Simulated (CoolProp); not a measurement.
Vapour-liquid equilibrium of cyclopropane (1) + R134a (2) at 0.872 MPa; x and y are mole fractions of (1).

Computed with CoolProp (multi-fluid Helmholtz-energy mixture model, Polt 1992 and Tillner-Roth 1994; pair parameters Bell 2016). This equation is an older, rougher fit; its heat capacities, sound speeds and derivatives of the liquid may be far off and weren't checked against measurements.

```json
[
 {"x": "0.05", "bubble temperature, mixture model (K)": "304.7", "bubble temperature, Raoult's law (K)": "307.4", "y, mixture model": "0.108", "y, Raoult's law": "0.053"},
 {"x": "0.2", "bubble temperature, mixture model (K)": "299.0", "bubble temperature, Raoult's law (K)": "307.1", "y, mixture model": "0.325", "y, Raoult's law": "0.210"},
 {"x": "0.35", "bubble temperature, mixture model (K)": "296.3", "bubble temperature, Raoult's law (K)": "306.7", "y, mixture model": "0.448", "y, Raoult's law": "0.364"},
 {"x": "0.5", "bubble temperature, mixture model (K)": "295.4", "bubble temperature, Raoult's law (K)": "306.4", "y, mixture model": "0.530", "y, Raoult's law": "0.516"},
 {"x": "0.65", "bubble temperature, mixture model (K)": "295.5", "bubble temperature, Raoult's law (K)": "306.0", "y, mixture model": "0.603", "y, Raoult's law": "0.664"},
 {"x": "0.8", "bubble temperature, mixture model (K)": "297.0", "bubble temperature, Raoult's law (K)": "305.7", "y, mixture model": "0.699", "y, Raoult's law": "0.810"},
 {"x": "0.95", "bubble temperature, mixture model (K)": "301.9", "bubble temperature, Raoult's law (K)": "305.3", "y, mixture model": "0.887", "y, Raoult's law": "0.953"}
]
```

The largest gap from Raoult's law is -11.0 K in bubble temperature, at x = 0.5. y crosses x between x = 0.5 and 0.65: the model has an azeotrope there.

Pair parameters are fitted to limited data, so mixtures are less certain than the pure fluids.
